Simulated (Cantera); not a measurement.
Feed: 1 mol B2H6, 0.23 mol H2O, a varied amount of H2, equilibrated at 1823.15 K and 0.000200 bar.

Equilibrium computed with Cantera from the NASA thermochemical tables; the gas is ideal and each condensed phase is pure. Candidate condensed phases: B, B2O3, B3O3H3, H2O; 23 gas species. The feed counts by its element totals alone. The tables' values for BH2 are old estimates; treat these amounts as uncertain. Equilibrium is a limit: real reactors are often held back by kinetics, nucleation or transport.

x: gas mole fraction; n: condensed amount in mol.

```tsv
n(H2) (mol)	x H2	x H	x HBO	x BO	x B2O2	x BH2	n B(s)
1.5	0.927	0.0295	0.0263	0.0145	…	0.000142	1.77
2.6	0.934	0.0296	0.0219	0.0121	…	0.000143	1.77
4.6	0.943	0.0298	0.0168	0.00925	…	0.000144	1.77
8.2	0.951	0.0299	0.0119	0.00650	…	0.000146	1.77
14	0.957	0.0300	0.00809	0.00440	…	0.000147	1.77
26	0.962	0.0301	0.00486	0.00264	…	0.000147	1.76
46	0.965	0.0301	0.00292	0.00159	…	0.000148	1.76
81	0.967	0.0302	0.00172	0.000933	…	0.000148	1.75
140	0.968	0.0302	0.00102	0.000551	…	0.000148	1.74
```

Complete the blanks.


- 1.5, x B2O2: 0.00272
- 2.6, x B2O2: 0.00187
- 4.6, x B2O2: 0.00110
- 8.2, x B2O2: 0.000543
- 14, x B2O2: 0.000249
- 26, x B2O2: 8.96e-5
- 46, x B2O2: 3.22e-5
- 81, x B2O2: 1.12e-5
- 140, x B2O2: 3.89e-6
